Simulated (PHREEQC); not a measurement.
**Nickel, zinc or cadmium bath: an equilibrium model**

Dissolve 11 mmol/kgw NiSO4 and 180 mmol/kgw NiCl2 at 25 °C. Closed to the air; pH follows from the charge balance.

Model: ion-association model, wateq4f.dat, run in PHREEQC.

No solid was allowed to form.

### Question
Estimate the pH, ionic strength.

### Answer
pH 5.64; ionic strength 0.462 mol/kgw.

### Question
In which forms is Cl present?

### Answer
Cl- 85 %, NiCl+ 7.8 %, NiCl2 7.4 % of the Cl.
